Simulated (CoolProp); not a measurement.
A Linde-Hampson liquefier for ethylene: isothermal reversible compression at 320 K from 1 atm to 40 MPa, throttling to 1 atm, return gas leaving the recuperator 10 K below the feed. Each further row changes one setting.

Computed with CoolProp (reference Helmholtz-energy equation of state, Smukala 2000).

```csv
case,liquid yield per pass,compression work (kJ/kg of gas)
as stated,0.414,468
high pressure 80 MPa,0.370,554
warm-end temperature 350 K,0.347,539
warm-end gap 15 K,0.407,468
```
